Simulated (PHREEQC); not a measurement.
0.32 g of hydrous ferric oxide (600 m²/g; 0.2 weak and 0.005 strong sites per Fe, Dzombak-Morel constants, diffuse double layer) in 1 kg of water with 0.01 mol/kgw of an inert sodium salt and 0.0048 mmol/kgw CuSO4 and 0.085 mmol/kgw H3BO3, at 25 °C; the pH is set by adding NaOH or the inert anion's acid. Oxygen alone is held at its pressure in air (log pO2 = -0.68). The system is closed to CO2. No solid was allowed to form.

The series has 17 steps of pH, from 3 to 11.

All values are PHREEQC results (ion-association model, wateq4f.dat), not measurements.

Task: Near which pH is half of the S sorbed, and on which side is more sorbed?

Result: Near pH 6.7, with more sorbed at lower pH.

Task: Near which pH is half of the Cu sorbed, and on which side is more sorbed?

Result: Near pH 4.8, with more sorbed at higher pH.

The database's constant for dissolved Cu(OH)2 is higher than later reviews accept. The oxide is taken as insoluble; below pH 4 it would dissolve.
